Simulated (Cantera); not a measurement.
# Equilibrium for chlorosilane synthesis and conversion: SiCl₄ + Cl₂ + H₂

Charge: 1 mol SiCl₄, 1.2 mol Cl₂, 1.9 mol H₂, held at 4.20 bar.

Cantera equilibrium calculation (NASA polynomials, part measured and part estimated; ideal gas, pure solids and liquids). Candidate condensed phases: Si; 19 gas species. The tables' values for SiCl₃ are old estimates; treat these amounts as uncertain. Kinetics and transport are ignored.

```csv
T (K),x HCl,x SiCl₄,x H₂,x SiCl₃,x SiHCl₃,x SiCl₂,x SiH₂Cl₂
775,0.585,0.244,0.171,2.24e-8,4.60e-5,<1e-12,6.69e-10
850,0.585,0.244,0.171,2.49e-7,0.000118,1.81e-11,5.01e-9
925,0.586,0.244,0.170,1.87e-6,0.000258,5.67e-10,2.68e-8
1000,0.586,0.243,0.170,1.03e-5,0.000498,1.05e-8,1.10e-7
1075,0.586,0.243,0.170,4.41e-5,0.000875,1.27e-7,3.68e-7
1150,0.587,0.242,0.169,0.000156,0.00142,1.10e-6,1.04e-6
1225,0.588,0.241,0.168,0.000469,0.00215,7.21e-6,2.57e-6
1300,0.589,0.239,0.167,0.00123,0.00309,3.75e-5,5.62e-6
1375,0.592,0.236,0.165,0.00286,0.00419,0.000159,1.10e-5
1450,0.596,0.231,0.161,0.00598,0.00539,0.000566,1.94e-5
1525,0.602,0.223,0.156,0.0113,0.00650,0.00169,3.06e-5
```
x: gas mole fraction; nothing condenses.

From 775 K to 1525 K nothing is condensed. The main Si-bearing gas is SiCl₄ throughout.
